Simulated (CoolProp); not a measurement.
The numbers come from the reference Helmholtz-energy equation of state, Thol 2017 in CoolProp.

**Question.** Give the vapour pressure (MPa), vapour density (kg/m³), surface tension (mN/m) of saturated octamethyltrisiloxane (MDM) at 129.25, 181.15 °C.

**Answer.** 
| T (°C) | p (MPa) | vapour density (kg/m³) | surface tension (mN/m) |
|---|---|---|---|
| 129.25 | 0.0528 | 3.91 | 8.00 |
| 181.15 | 0.202 | 14.4 | 4.54 |

Surface tension comes from a separate correlation (Mulero 2014), older than this fluid's equation and unchecked against measurements.
